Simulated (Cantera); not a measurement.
A perfectly stirred reactor is fed with H2 : O2 : N2 = 1 : 0.357 : 1.34 (molar parts), equivalence ratio 1.4, at 10.0 bar; it is adiabatic with a 600 K inlet, and is followed from long to short residence time, starting on the burning branch (τ in s: 0.073, 0.03, 0.012, 0.005, 0.002, 0.00083, 0.00034, 0.00014, 5.7e-05).

Computed with Cantera and the H2/O2 subset of GRI-Mech 3.0, which has no nitrogen chemistry. The hydrogen kinetics of GRI-Mech 3.0 are dated; newer H2 mechanisms differ, most at raised pressure.

What does this change do: inlet temperature 600 to 700 K?


| quantity | before | after |
|---|---|---|
| blow-out, bracketed by the residence times tried | burning at 57.0 µs, the shortest tried | burning at 57.0 µs, the shortest tried |
| x(H2) at τ = 73.0 ms | 0.121 | 0.121 |
| x(O2) at τ = 73.0 ms | 3.27e-5 | 5.88e-5 |
| x(H) at τ = 73.0 ms | 0.00319 | 0.00427 |
| x(OH) at τ = 73.0 ms | 0.00170 | 0.00246 |
| x(H2O2) at τ = 73.0 ms | 4.00e-8 | 6.29e-8 |
| x(H2) at τ = 2.00 ms | 0.121 | 0.121 |
| x(O2) at τ = 2.00 ms | 0.000126 | 0.000137 |
| x(H) at τ = 2.00 ms | 0.00404 | 0.00494 |
| x(OH) at τ = 2.00 ms | 0.00213 | 0.00281 |
| x(H2O2) at τ = 2.00 ms | 7.44e-8 | 9.16e-8 |
